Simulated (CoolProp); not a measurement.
A single-stage vapour-compression cycle with the fluid: evaporating at 263.15 K (dew point), condensing at 330.15 K (bubble point), superheat 2 K, subcooling 0 K, compressor efficiency 0.7, no pressure losses. The same conditions are run with several fluids, on thermodynamics alone (safety and materials aside).

Computed with CoolProp (reference Helmholtz-energy equation of state of each fluid (R245fa: Akasaka 2015; n-butane: Bücker 2006; isobutane: Bücker 2006; R141b: Lemmon 2006; R142b: Lemmon 2006; CH2F2 (R32): Tillner-Roth 1997)).

| fluid | cooling COP | pressure ratio | discharge temperature (K) | refrigerating effect (kJ/kg) | volumetric capacity (kJ/m³) |
|---|---|---|---|---|---|
| R245fa | 1.96 | 12.8 | 344.6 | 123 | … |
| n-butane | 1.96 | … | … | 233 | 441 |
| isobutane | … | 7.47 | 341.2 | 203 | 607 |
| R141b | 2.18 | 12.9 | 366.9 | 166 | 156 |
| R142b | 2.00 | 8.33 | … | 137 | 636 |
| CH2F2 (R32) | 1.76 | 6.32 | 411.8 | 201 | … |

**Question.** Some entries are withheld; supply them.

**Answer.** 
- R245fa, volumetric capacity (kJ/m³): 252
- n-butane, pressure ratio: 8.52
- n-butane, discharge temperature (K): 343.4
- isobutane, cooling COP: 1.87
- R142b, discharge temperature (K): 356.6
- CH2F2 (R32), volumetric capacity (kJ/m³): 3150
